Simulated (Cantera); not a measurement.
A closed system holds: 1 mol TiO2, 220 mol H2, held at 40000 Pa.

These are equilibrium values from Cantera (NASA tables, ideal gas, pure condensed phases), not measurements of a reactor. Candidate condensed phases: H2O, Ti, TiO, TiO2, Ti2O3, Ti3O5, Ti4O7; 12 gas species. Mutual solubility and eutectic melting of coexisting phases are not modelled. Condensed phases not in the tables: Magnéli phases beyond Ti4O7. Kinetics and transport are ignored.

log p: log10 of the partial pressure in bar; n: condensed amount in mol.

```csv
T (°C),log p H2,log p H,log p H2O,log p TiO,n TiO2(rutile),n Ti4O7(s),n Ti3O5(s),n Ti2O3(s),n Ti2O3(l)
750,-0.40,-8.58,-4.37,<-12,0.907,0.0233,0,0,0
850,-0.40,-7.57,-3.77,<-12,0.626,0.0934,0,0,0
950,-0.40,-6.72,-3.34,<-12,0,0.250,0,0,0
1050,-0.40,-6.00,-3.34,<-12,0,0.250,0,0,0
1150,-0.40,-5.38,-3.22,<-12,0,0,0.333,0,0
1250,-0.40,(withheld),-3.22,(withheld),0,0,0.333,0,0
1350,-0.40,-4.36,-3.22,-10.50,0,0,0.333,0,0
1450,-0.40,-3.94,-3.22,-9.24,0,0,0.333,0,0
1550,-0.40,(withheld),(withheld),(withheld),0,0,(withheld),(withheld),0
1650,-0.40,-3.23,-3.04,-7.26,0,0,0,0.500,0
1750,-0.40,-2.92,-3.04,-6.40,0,0,0,0.500,0
1850,-0.40,-2.65,-3.04,-5.62,0,0,0,0,0.499
```

What belongs in the gaps?


- 1550, log p H: -3.56
- 1550, log p H2O: -3.15
- 1550, log p TiO: -8.18
- 1550, n Ti3O5(s): 0.219
- 1550, n Ti2O3(s): 0.172
- 1250, log p H: -4.84
- 1250, log p TiO: -11.93
